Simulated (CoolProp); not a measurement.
Model: reference Helmholtz-energy equation of state, Gao 2016, in CoolProp.

Q: For sulfur dioxide, give the phase and the cp (kJ/(kg K)) at 377.5 K and 168 bar; 521.2 K and 2.99 bar; 212.9 K and 4.99 bar.

A: 
- 377.5 K and 168 bar: liquid; cp 1.48
- 521.2 K and 2.99 bar: gas; cp 0.743
- 212.9 K and 4.99 bar: liquid; cp 1.37
